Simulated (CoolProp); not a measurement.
Vapour-liquid equilibrium of propylene (1) + isobutane (2) at 45.35 °C; x and y are mole fractions of (1).

Model: multi-fluid Helmholtz-energy mixture model, Lemmon 2013 and Bücker 2006; pair parameters Bell 2016, in CoolProp.

```csv
x,bubble pressure (MPa),y at the bubble point,dew pressure at overall composition x (MPa),liquid density (mol/L)
0.05,0.6801,0.130,0.6355,9.098
0.125,0.7665,0.266,0.6771,9.235
0.2,0.8394,0.367,0.7227,9.383
0.275,0.9059,0.451,0.7725,9.542
0.35,0.9709,0.527,0.8265,9.711
0.425,1.038,0.598,0.8846,9.889
0.5,1.111,0.667,0.9473,10.07
0.575,1.191,0.733,1.016,10.26
0.65,1.282,0.796,1.092,10.45
0.725,1.384,0.853,1.180,10.63
0.8,1.500,0.904,1.288,10.80
0.875,1.627,0.947,1.430,10.95
0.95,1.764,0.981,1.638,11.07
```

No azeotrope shows between x = 0.05 and 0.95.

Pair parameters are fitted to limited data, so mixtures are less certain than the pure fluids. The gap from Raoult's law changes sign with composition, which may be real or a fault of the pair parameters; it wasn't checked against measurements.
